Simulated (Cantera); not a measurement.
An isothermal, constant-pressure homogeneous reactor starts with CH4 : H2O = 1 : 1.8 (molar parts), at 1448 K and 0.350 bar. Integrator tolerance rtol = 1e-08.

Detailed kinetics in Cantera: GRI-Mech 3.0 (53 species, 325 reactions).

### Question
What does this change do: pressure from 0.350 bar to 10.0 bar?

### Answer
```tsv
quantity	before	after
x(CH4) at 60.0 s	0.0427 (gas-phase equilibrium 3.45e-7)	0.116 (gas-phase equilibrium 0.000280)
x(H2O) at 60.0 s	0.274 (gas-phase equilibrium 0.148)	0.296 (gas-phase equilibrium 0.149)
x(CO) at 60.0 s	0.109 (gas-phase equilibrium 0.190)	0.108 (gas-phase equilibrium 0.190)
x(O) at 60.0 s	1.52e-12 (gas-phase equilibrium 1.20e-12)	<1e-12 (gas-phase equilibrium <1e-12)
x(C2H4) at 60.0 s	0.00257 (gas-phase equilibrium <1e-12)	0.00139 (gas-phase equilibrium 4.00e-9)
```
